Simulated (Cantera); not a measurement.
Feed: 1 mol BaF2, 4.6 mol O2, 110 mol N2, equilibrated at 0.00218 Torr.

Equilibrium computed with Cantera from the NASA thermochemical tables; the gas is ideal and each condensed phase is pure. Candidate condensed phases: Ba, BaF2, BaO; 20 gas species. Rates play no part.

Problem. At 1375 K, list the 5 most abundant gas species with their mole fractions, and the condensed phases.

Solution. N2 0.951, O2 0.0396, BaF2 0.00865, NO 0.000300, O 7.44e-5. Condensed: gas only.
